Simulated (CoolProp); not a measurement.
Vapour-liquid equilibrium of n-hexane (1) + benzene (2) at 0.0979 MPa; x and y are mole fractions of (1).

Model: multi-fluid Helmholtz-energy mixture model, Thol 2019 and Thol 2012; pair parameters Bell 2016, in CoolProp.

Q: Give the bubble temperature and the first vapour's composition at x = 0.05, 0.45, 0.65. Is there an azeotrope?

A: x = 0.05: 350.1 K, y = 0.103; x = 0.45: 342.8 K, y = 0.540; x = 0.65: 341.4 K, y = 0.691. y crosses x between x = 0.85 and 0.95: the model has an azeotrope there.

The pair parameters rest on a limited set of measurements; away from them the model extrapolates.
